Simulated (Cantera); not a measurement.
Input (Python, Cantera) and output of one run.

```python
import numpy as np
import cantera as ct

gas_names = """
    N2 NO2
""".split()
cond_names = """
    Ta2O5(s) Ta2O5(L) Ta(cr) Ta(L)
""".split()


# ... load() reads the species with a 1 bar reference pressure and builds the phases ...
species = {s.name: s for s in load("nasa_gas.yaml", gas_names) + load("nasa_condensed.yaml", cond_names)}
# Each term lists the table entries of one substance; the one whose range holds T is used.
reactions = {
    '5 N2(g) + 4 Ta2O5 = 10 NO2(g) + 8 Ta':
        [(-5, ['N2']), (-4, ['Ta2O5(s)', 'Ta2O5(L)']), (10, ['NO2']), (8, ['Ta(cr)', 'Ta(L)'])],
}


def pick(names, T):
    return next(species[n] for n in names if species[n].thermo.min_temp <= T <= species[n].thermo.max_temp)


results = []
for label, terms in reactions.items():
    print(label)
    print("     T/K   dH/kJ  dS/(J/K)   dG/kJ   log10 K")
    for T in [900, 1050, 1200, 1350, 1500, 1650, 1800, 1950, 2100, 2250, 2400]:
        used = [(nu, pick(names, T)) for nu, names in terms]
        dH = sum(nu * s.thermo.h(T) for nu, s in used) / 1e6
        dS = sum(nu * s.thermo.s(T) for nu, s in used) / 1e3
        dG = dH - T * dS / 1e3
        logK = -dG * 1e6 / (ct.gas_constant * T * np.log(10))
        results.append((label, T, dH, dS, dG, logK, [s.name for _, s in used]))
        print(f"{T:8g} {dH:8.1f} {dS:8.1f} {dG:8.1f} {logK:8.2f}")
```

Output:

```
5 N2(g) + 4 Ta2O5 = 10 NO2(g) + 8 Ta
     T/K   dH/kJ  dS/(J/K)   dG/kJ   log10 K
     900   8448.3   1062.2   7492.3  -434.83
    1050   8427.3   1040.6   7334.6  -364.87
    1200   8405.8   1021.6   7180.0  -312.53
    1350   8384.1   1004.5   7028.1  -271.93
    1500   8362.2    989.1   6878.5  -239.53
    1650   8340.3    975.2   6731.2  -213.09
    1800   8318.5    962.6   6585.9  -191.11
    1950   8297.0    951.1   6442.4  -172.57
    2100   7788.2    703.7   6310.4  -156.96
    2250   7742.1    682.5   6206.5  -144.08
    2400   7697.5    663.3   6105.6  -132.88
```

Standard-state values (1 bar) from the NASA 1993 polynomials, evaluated with Cantera. Condensed species are held in their standard states even where they would react or evaporate.
